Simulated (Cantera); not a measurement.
A freely propagating, adiabatic, planar premixed flame of 35.7 % H2, 11.9 % O2, 45.3 % N2, 7.14 % H2O, equivalence ratio 1.5, unburnt at 325 K and 0.110 bar; mixture-averaged transport, grid criteria slope 0.08 and curve 0.16, no radiation.

Computed with Cantera and the H2/O2 subset of GRI-Mech 3.0, which has no nitrogen chemistry. Burning velocities carry a grid error of a few per cent, more on coarse grids.

x: mole fraction of selected species; z is measured from the peak of heat release.

| z (mm) | T (K) | u (m/s) | x H2 | x O2 | x H2O | x OH | x HO2 | x H |
|---|---|---|---|---|---|---|---|---|
| -17.8 | 325 | 2.40 | 0.357 | 0.119 | 0.0714 | <1e-8 | <1e-8 | <1e-8 |
| -11.9 | 325 | 2.40 | 0.357 | 0.119 | 0.0714 | <1e-8 | <1e-8 | <1e-8 |
| -8.91 | 325 | 2.40 | 0.357 | 0.119 | 0.0714 | <1e-8 | <1e-8 | <1e-8 |
| -5.94 | 325 | 2.40 | 0.357 | 0.119 | 0.0714 | <1e-8 | <1e-8 | <1e-8 |
| -2.97 | 328 | 2.42 | 0.355 | 0.119 | 0.0715 | 2.17e-6 | [?] | 2.10e-6 |
| -1.49 | 532 | 3.84 | 0.329 | 0.115 | 0.0871 | 0.000705 | [?] | 0.00421 |
| 0 | 957 | 6.70 | 0.232 | 0.0849 | 0.160 | 0.00107 | [?] | 0.0431 |
| 1.49 | 1236 | 8.56 | 0.125 | 0.0254 | 0.273 | 0.00354 | [?] | 0.0858 |
| 2.97 | 1350 | 9.30 | 0.101 | 0.00874 | 0.305 | 0.00478 | [?] | 0.0900 |
| 5.94 | 1461 | 9.99 | 0.104 | 0.00571 | 0.313 | 0.00594 | [?] | 0.0791 |
| 11.9 | 1582 | 10.7 | 0.110 | 0.00448 | 0.318 | 0.00689 | [?] | 0.0644 |
| 23.8 | 1706 | 11.5 | 0.116 | 0.00315 | 0.324 | 0.00728 | [?] | 0.0496 |
| 47.5 | 1821 | 12.1 | 0.120 | 0.00193 | 0.331 | 0.00686 | [?] | 0.0361 |

What belongs in the gaps?


- -2.97, x HO2: 2.25e-5
- -1.49, x HO2: 7.79e-5
- 0, x HO2: 1.93e-5
- 1.49, x HO2: 4.69e-6
- 2.97, x HO2: 1.47e-6
- 5.94, x HO2: 8.42e-7
- 11.9, x HO2: 5.83e-7
- 23.8, x HO2: 3.77e-7
- 47.5, x HO2: 2.27e-7
